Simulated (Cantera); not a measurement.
Mixture: CO : H₂ : CH₄ : O₂ : N₂ = 1 : 0.39 : 0.49 : 3.22 : 12.1 (molar parts), equivalence ratio 0.52, at 19.0 bar, adiabatic and at constant pressure. Ignition delay is the time to a rise of 400 K.

Detailed kinetics in Cantera: GRI-Mech 3.0 (53 species, 325 reactions). The pressure lies above the range GRI-Mech 3.0 was tuned for (to about 10 atm).

Task: What does this change do: pressure from 19.0 bar to 1.00 bar?

Result: 
```json
[
 {"quantity": "delay at 1025 K", "before": "4.93 ms", "after": "4.16 ms"},
 {"quantity": "delay at 1100 K", "before": "1.09 ms", "after": "1.65 ms"},
 {"quantity": "delay at 1175 K", "before": "0.305 ms", "after": "0.798 ms"},
 {"quantity": "delay at 1250 K", "before": "0.111 ms", "after": "0.436 ms"},
 {"quantity": "delay at 1325 K", "before": "50.3 µs", "after": "0.262 ms"},
 {"quantity": "delay at 1400 K", "before": "26.4 µs", "after": "0.172 ms"},
 {"quantity": "delay at 1475 K", "before": "15.3 µs", "after": "0.120 ms"},
 {"quantity": "apparent activation energy between 1325 and 1475 K", "before": "130 kJ/mol", "after": "85 kJ/mol"}
]
```

Task: What does this change do: pressure from 19.0 bar to 0.830 bar?

Result: 
| quantity | before | after |
|---|---|---|
| delay at 1025 K | 4.93 ms | 4.45 ms |
| delay at 1100 K | 1.09 ms | 1.83 ms |
| delay at 1175 K | 0.305 ms | 0.899 ms |
| delay at 1250 K | 0.111 ms | 0.497 ms |
| delay at 1325 K | 50.3 µs | 0.303 ms |
| delay at 1400 K | 26.4 µs | 0.201 ms |
| delay at 1475 K | 15.3 µs | 0.142 ms |
| apparent activation energy between 1325 and 1475 K | 130 kJ/mol | 82 kJ/mol |

Task: What does this change do: constant volume in place of constant pressure?

Result: 
| quantity | before | after |
|---|---|---|
| delay at 1025 K | 4.93 ms | 4.44 ms |
| delay at 1100 K | 1.09 ms | 0.982 ms |
| delay at 1175 K | 0.305 ms | 0.274 ms |
| delay at 1250 K | 0.111 ms | 99.0 µs |
| delay at 1325 K | 50.3 µs | 44.8 µs |
| delay at 1400 K | 26.4 µs | 23.6 µs |
| delay at 1475 K | 15.3 µs | 13.7 µs |
| apparent activation energy between 1325 and 1475 K | 130 kJ/mol | 130 kJ/mol |
